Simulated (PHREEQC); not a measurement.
A PHREEQC input (ion-association model, wateq4f.dat):

```
SOLUTION 1
  temp 339.15
  units mg/L
  pH 5.94
  pe 10.4
  Na 0.728
  K 0.0126
  Ca 0.321
  Mg 0.0262
  Cl 1.09
  S(6) 0.0325 as SO4
  Alkalinity 1.16 as HCO3
  B 0.0078
  F 0.00034
  Ba 0.0548
END
USE solution 1
EQUILIBRIUM_PHASES 1
  Quartz 0 0.5
  Fluorite 0 0
  CO2(g) -2.5 10
END
```

It stops with these messages:

```
WARNING: Maximum iterations exceeded, 100
WARNING: Maximum iterations exceeded, 100
WARNING: The program has failed to converge to a numerical solution.
ERROR:           Alkalinity has not converged. Total: 1.901051e-05	Calculated: -1.392089e-06	Residual: 2.040260e-05
ERROR: Is non-carbonate alkalinity greater than total alkalinity?
ERROR:                    B has not converged. Total: 7.215566e-07	Calculated: 7.266758e-07	Residual: -5.119220e-09
ERROR:                   Ba has not converged. Total: 3.990111e-07	Calculated: 1.543777e-07	Residual: 2.446334e-07
ERROR:                   Ca has not converged. Total: 8.009010e-06	Calculated: 2.005474e-07	Residual: 7.808462e-06
ERROR:                   Cl has not converged. Total: 3.074504e-05	Calculated: 3.150442e-05	Residual: -7.593813e-07
ERROR:                    F has not converged. Total: 1.789631e-08	Calculated: 4.200651e-09	Residual: 1.369565e-08
ERROR:                    K has not converged. Total: 3.222353e-07	Calculated: 3.301970e-07	Residual: -7.961724e-09
ERROR:                   Mg has not converged. Total: 1.077661e-06	Calculated: 6.050205e-07	Residual: 4.726403e-07
ERROR:                   Na has not converged. Total: 3.166633e-05	Calculated: 1.788561e-05	Residual: 1.378072e-05
ERROR:                 S(6) has not converged. Total: 3.383173e-07	Calculated: 3.244333e-07	Residual: 1.388394e-08
ERROR:               A(H2O) Activity of water has not converged. 	Residual: 1.600000e+01
ERROR: Model failed to converge for initial solution  1.
```

### Question
Find the cause and the fix.

### Answer
The fault: the temperature typed in kelvin. The line should read `temp 66` where the input has `temp 339.15`. With the mend the run ends at pH 5.92 and ionic strength 6.17e-5 mol/kgw.
